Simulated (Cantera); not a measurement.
A closed system holds: 1 mol B₂O₃, 0.27 mol N₂, at 0.500 bar.

These are equilibrium values from Cantera (NASA tables, ideal gas, pure condensed phases), not measurements of a reactor. Candidate condensed phases: B, BN, B₂O₃; 17 gas species. Equilibrium is a limit: real reactors are often held back by kinetics, nucleation or transport.

**Question.** At 1950 K, list the 4 most abundant gas species with their mole fractions, and the condensed phases.

**Answer.** N₂ 0.953, B₂O₃ 0.0466, BO₂ 0.000127, BO 7.80e-5. Condensed: B₂O₃(l).
